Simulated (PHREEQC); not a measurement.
Make-up at 49 °C: 0.27 mol/kgw CdCl2, 0.00017 mol/kgw CaCl2, 0.2 mol/kgw NaH2PO4 and 0.094 mol/kgw Na2SO4. Closed to the air; pH follows from the charge balance.

All values are PHREEQC results (ion-association model with the Debye-Hückel limiting law, wateq4f.dat), not measurements.

```json
{
 "pH": "3.60",
 "ionic_strength": "1.16 mol/kgw",
 "activity_of_water": "0.976"
}
```

```json
[
 {"species": "Cl-", "molality": "0.466", "activity": "0.124", "log γ": "-0.575"},
 {"species": "Na+", "molality": "0.387", "activity": "0.103", "log γ": "-0.575"},
 {"species": "Cd+2", "molality": "0.209", "activity": "0.00105", "log γ": "-2.299"},
 {"species": "H2PO4-", "molality": "0.195", "activity": "0.0520", "log γ": "-0.575"},
 {"species": "SO4-2", "molality": "0.0924", "activity": "0.000464", "log γ": "-2.299"},
 {"species": "CdCl+", "molality": "0.0503", "activity": "0.0134", "log γ": "-0.575"},
 {"species": "CdCl2", "molality": "0.00751", "activity": "0.00751", "log γ": "0.000"},
 {"species": "CdCl3-", "molality": "0.00308", "activity": "0.000821", "log γ": "-0.575"}
]
```

No solid was allowed to form. Ionic strength above about 0.7 mol/kgw puts this run outside the model's range. Species that the database lacks are ignored. H3PO4, which wateq4f.dat lacks, is added to it with the constant of phreeqc.dat. Constants without temperature data keep their 25 °C values here. The database has no phosphate complexes of Cd.
